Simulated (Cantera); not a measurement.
# Thermodynamics of carbothermic reduction, feed TiO₂ + CH₄ + H₂

Input: 1 mol TiO₂, 0.54 mol CH₄, 16 mol H₂, equilibrated at 1700 K and 35.0 mbar.

Method: chemical equilibrium by Gibbs-energy minimisation in Cantera with the NASA 1993 tables (ideal gas, pure condensed phases). Candidate condensed phases: C, C₆H₆, C₇H₈, C₈H₁₈, H₂O, Ti, TiC, TiO, TiO₂, Ti₂O₃, Ti₃O₅, Ti₄O₇; 113 gas species. Mutual solubility and eutectic melting of coexisting phases are not modelled. TiC: taken at fixed stoichiometry. Equilibrium is a limit: real reactors are often held back by kinetics, nucleation or transport.

```json
{
 "x(H₂)": "0.969",
 "x(CO)": "0.0297",
 "x(H)": "0.000775",
 "x(H₂O)": "5.69e-5",
 "n(TiC(s))": "0.0164 mol",
 "n(Ti₂O₃(s))": "0.492 mol",
 "gas_amount": "17.61 mol",
 "log10 activity of Ti₃O₅(s) (absent)": "-0.62",
 "log10 activity of Ti₄O₇(s) (absent)": "-1.68",
 "log10 activity of C(graphite) (absent)": "-2.07"
}
```
